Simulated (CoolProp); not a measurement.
Toluene at 349.91 K and 0.0126 MPa is throttled through a valve to 0.00158 MPa with no heat exchange. Each further row changes one setting.

Model: reference Helmholtz-energy equation of state, Lemmon 2006, in CoolProp. It is a short technical equation, of lower accuracy than the large ones.

```
case                          temperature change (K)  final density (kg/m³)
----------------------------  ----------------------  ---------------------
as stated                                       -0.5                      ?
outlet pressure 0.000474 MPa                       ?                      ?
outlet pressure 0.00205 MPa                     -0.5                      ?
```

### Question
Some entries are withheld; supply them.

### Answer

- as stated, final density (kg/m³): 0.0502
- outlet pressure 0.000474 MPa, temperature change (K): -0.6
- outlet pressure 0.000474 MPa, final density (kg/m³): 0.0150
- outlet pressure 0.00205 MPa, final density (kg/m³): 0.0651
